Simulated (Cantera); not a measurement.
A freely propagating, adiabatic, planar premixed flame of CH4 : CO : O2 : N2 = 1 : 0.89 : 2.22 : 6.67 (molar parts), equivalence ratio 1.1, unburnt at 575 K and 1.00 atm; mixture-averaged transport, grid criteria slope 0.08 and curve 0.16, no radiation.

Cantera simulation using GRI-Mech 3.0 (53 species, 325 reactions); the numbers are that mechanism's predictions, not measurements. Burning velocities carry a grid error of a few per cent, more on coarse grids.

### Question
What does this change do: O2 2.22 to 1.7 parts?

### Answer
| quantity | before | after |
|---|---|---|
| laminar burning velocity | 189 cm/s | 101 cm/s |
| thermal thickness | 0.253 mm | 0.357 mm |
| peak x(C2H2) | 0.000110 | 0.000491 |
| peak x(CH3) | 0.00362 | 0.00362 |

### Question
What does this change do: inlet temperature 575 to 423 K?

### Answer
| quantity | before | after |
|---|---|---|
| laminar burning velocity | 189 cm/s | 115 cm/s |
| thermal thickness | 0.253 mm | 0.274 mm |
| peak x(C2H2) | 0.000110 | 8.81e-5 |
| peak x(CH3) | 0.00362 | 0.00305 |
